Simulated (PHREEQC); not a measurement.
A solution holds 1.4 mmol/kgw NaOH, at 25 °C. Closed to the air; pH follows from the charge balance.

Computed with PHREEQC (ion-association model, wateq4f.dat).

```json
[
 {"quantity": "pH", "before": "11.13", "after": "9.94"},
 {"quantity": "ionic strength (mol/kgw)", "before": "0.00140", "after": "0.00140"}
]
```

Question: Name the change that produced these shifts.
A) NaOH from 0.0014 to 0.0021 mol/kgw
B) NaOH from 0.0014 to 0.0028 mol/kgw
C) temperature from 25 to 35 °C
D) temperature from 25 to 70 °C
E) temperature from 25 to 55 °C

Answer: D, temperature from 25 to 70 °C

Precipitation was switched off in this run. Constants without temperature data keep their 25 °C values here.
